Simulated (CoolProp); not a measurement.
Saturation properties of C3F8 (R218).

Values from CoolProp's reference Helmholtz-energy equation of state, Lemmon 2006. It is a short technical equation, of lower accuracy than the large ones.

```json
[
 {"T (°C)": "-117.85", "p (MPa)": "0.0002291", "liquid density (kg/m³)": "1903", "enthalpy of vaporisation (kJ/kg)": "131.3", "vapour Z": "0.9992", "surface tension (mN/m)": "20.8", "liquid viscosity (µPa s)": "2910"},
 {"T (°C)": "-102.65", "p (MPa)": "0.001225", "liquid density (kg/m³)": "1850", "enthalpy of vaporisation (kJ/kg)": "126.5", "vapour Z": "0.9975", "surface tension (mN/m)": "18.8", "liquid viscosity (µPa s)": "1770"},
 {"T (°C)": "-87.45", "p (MPa)": "0.004748", "liquid density (kg/m³)": "1797", "enthalpy of vaporisation (kJ/kg)": "121.8", "vapour Z": "0.9934", "surface tension (mN/m)": "16.8", "liquid viscosity (µPa s)": "1180"},
 {"T (°C)": "-72.25", "p (MPa)": "0.01445", "liquid density (kg/m³)": "1743", "enthalpy of vaporisation (kJ/kg)": "117.1", "vapour Z": "0.9858", "surface tension (mN/m)": "14.8", "liquid viscosity (µPa s)": "838"},
 {"T (°C)": "-57.15", "p (MPa)": "0.03635", "liquid density (kg/m³)": "1689", "enthalpy of vaporisation (kJ/kg)": "112.2", "vapour Z": "0.9733", "surface tension (mN/m)": "13.0", "liquid viscosity (µPa s)": "622"},
 {"T (°C)": "-41.95", "p (MPa)": "0.07973", "liquid density (kg/m³)": "1632", "enthalpy of vaporisation (kJ/kg)": "107.0", "vapour Z": "0.9546", "surface tension (mN/m)": "11.1", "liquid viscosity (µPa s)": "475"},
 {"T (°C)": "-26.75", "p (MPa)": "0.1562", "liquid density (kg/m³)": "1571", "enthalpy of vaporisation (kJ/kg)": "101.4", "vapour Z": "0.9287", "surface tension (mN/m)": "9.33", "liquid viscosity (µPa s)": "370"},
 {"T (°C)": "-11.55", "p (MPa)": "0.2796", "liquid density (kg/m³)": "1507", "enthalpy of vaporisation (kJ/kg)": "95.10", "vapour Z": "0.8944", "surface tension (mN/m)": "7.60", "liquid viscosity (µPa s)": "292"},
 {"T (°C)": "3.55", "p (MPa)": "0.4644", "liquid density (kg/m³)": "1438", "enthalpy of vaporisation (kJ/kg)": "88.07", "vapour Z": "0.8506", "surface tension (mN/m)": "5.95", "liquid viscosity (µPa s)": "232"},
 {"T (°C)": "18.75", "p (MPa)": "0.7303", "liquid density (kg/m³)": "1359", "enthalpy of vaporisation (kJ/kg)": "79.85", "vapour Z": "0.7947", "surface tension (mN/m)": "4.38", "liquid viscosity (µPa s)": "184"},
 {"T (°C)": "33.95", "p (MPa)": "1.096", "liquid density (kg/m³)": "1267", "enthalpy of vaporisation (kJ/kg)": "69.88", "vapour Z": "0.7231", "surface tension (mN/m)": "2.90", "liquid viscosity (µPa s)": "144"},
 {"T (°C)": "49.05", "p (MPa)": "1.583", "liquid density (kg/m³)": "1153", "enthalpy of vaporisation (kJ/kg)": "56.96", "vapour Z": "0.6281", "surface tension (mN/m)": "1.56", "liquid viscosity (µPa s)": "110"}
]
```

It boils at -36.8 °C under 1 atm.

Viscosity comes from a separate model (Huber 2003), an estimate that may be off by 10 % or more. Surface tension comes from a separate correlation (Mulero 2012).
